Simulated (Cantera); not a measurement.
Feed: 1 mol Ca(OH)₂, 0.55 mol O₂, equilibrated at 70.0 Pa.

These are equilibrium values from Cantera (NASA tables, ideal gas, pure condensed phases), not measurements of a reactor. Candidate condensed phases: Ca, CaO, Ca(OH)₂, H₂O; 14 gas species. Kinetics and transport are ignored.

Q: At 1375 K, list the 5 most abundant gas species with their mole fractions, and the condensed phases.

A: H₂O 0.645, O₂ 0.355, OH 0.000425, O 1.43e-5, H₂ 1.25e-5. Condensed: CaO(s).
